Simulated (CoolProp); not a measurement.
Vapour pressure (MPa) of nitrous oxide: the reference equation beside estimates from Tc = 309.5 K, pc = 7.245 MPa, ω = 0.161. Clausius-Clapeyron is anchored at 256.9 K with a constant enthalpy of vaporisation of 11.85 kJ/mol.

Values from CoolProp's reference Helmholtz-energy equation of state, Lemmon 2006. It is a short technical equation, of lower accuracy than the large ones.

```json
[
 {"T (K)": "240.1", "reference": "1.192", "Clausius-Clapeyron": "1.361", "Redlich-Kwong": "1.425", "Soave-Redlich-Kwong": "1.199", "Peng-Robinson": "1.187"},
 {"T (K)": "243.4", "reference": "1.328", "Clausius-Clapeyron": "1.475", "Redlich-Kwong": "1.575", "Soave-Redlich-Kwong": "1.337", "Peng-Robinson": "1.323"},
 {"T (K)": "246.8", "reference": "1.480", "Clausius-Clapeyron": "1.599", "Redlich-Kwong": "1.740", "Soave-Redlich-Kwong": "1.491", "Peng-Robinson": "1.475"},
 {"T (K)": "250.1", "reference": "1.639", "Clausius-Clapeyron": "1.725", "Redlich-Kwong": "1.912", "Soave-Redlich-Kwong": "1.653", "Peng-Robinson": "1.634"},
 {"T (K)": "253.5", "reference": "1.816", "Clausius-Clapeyron": "1.862", "Redlich-Kwong": "2.101", "Soave-Redlich-Kwong": "1.832", "Peng-Robinson": "1.811"},
 {"T (K)": "256.9", "reference": "2.006", "Clausius-Clapeyron": "2.006", "Redlich-Kwong": "2.302", "Soave-Redlich-Kwong": "2.025", "Peng-Robinson": "2.002"},
 {"T (K)": "260.2", "reference": "2.204", "Clausius-Clapeyron": "2.152", "Redlich-Kwong": "2.509", "Soave-Redlich-Kwong": "2.227", "Peng-Robinson": "2.201"},
 {"T (K)": "263.6", "reference": "2.423", "Clausius-Clapeyron": "2.310", "Redlich-Kwong": "2.736", "Soave-Redlich-Kwong": "2.449", "Peng-Robinson": "2.421"},
 {"T (K)": "266.9", "reference": "2.650", "Clausius-Clapeyron": "2.470", "Redlich-Kwong": "2.968", "Soave-Redlich-Kwong": "2.680", "Peng-Robinson": "2.650"},
 {"T (K)": "270.3", "reference": "2.900", "Clausius-Clapeyron": "2.641", "Redlich-Kwong": "3.221", "Soave-Redlich-Kwong": "2.934", "Peng-Robinson": "2.902"},
 {"T (K)": "273.6", "reference": "3.158", "Clausius-Clapeyron": "2.815", "Redlich-Kwong": "3.481", "Soave-Redlich-Kwong": "3.196", "Peng-Robinson": "3.163"},
 {"T (K)": "277", "reference": "3.442", "Clausius-Clapeyron": "3.000", "Redlich-Kwong": "3.762", "Soave-Redlich-Kwong": "3.484", "Peng-Robinson": "3.449"},
 {"T (K)": "280.4", "reference": "3.743", "Clausius-Clapeyron": "3.193", "Redlich-Kwong": "4.058", "Soave-Redlich-Kwong": "3.790", "Peng-Robinson": "3.754"},
 {"T (K)": "283.7", "reference": "4.054", "Clausius-Clapeyron": "3.388", "Redlich-Kwong": "4.360", "Soave-Redlich-Kwong": "4.104", "Peng-Robinson": "4.069"},
 {"T (K)": "287.1", "reference": "4.394", "Clausius-Clapeyron": "3.596", "Redlich-Kwong": "4.686", "Soave-Redlich-Kwong": "4.448", "Peng-Robinson": "4.413"}
]
```

Absolute difference from the reference over all 15 rows, mean and median: Clausius-Clapeyron 9.1 and 8.9 %, Redlich-Kwong 13.0 and 12.9 %, Soave-Redlich-Kwong 1.0 and 1.1 %, Peng-Robinson 0.2 and 0.3 %.
